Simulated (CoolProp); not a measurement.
Vapour-liquid equilibrium of acetone (1) + toluene (2) at 269.4 K; x and y are mole fractions of (1).

Values from CoolProp's multi-fluid Helmholtz-energy mixture model, Lemmon 2006 and Lemmon 2006; pair parameters Bell 2016.

Give the bubble pressure and the first vapour's composition at x = 0.275, 0.425, 0.95. Is there an azeotrope?

x = 0.275: 0.003696 MPa, y = 0.849; x = 0.425: 0.004596 MPa, y = 0.895; x = 0.95: 0.007297 MPa, y = 0.990. No azeotrope shows between x = 0.05 and 0.95.

Pair parameters are fitted to limited data, so mixtures are less certain than the pure fluids. With so large a gap from Raoult's law the liquid may split in two, which this calculation doesn't test in full.
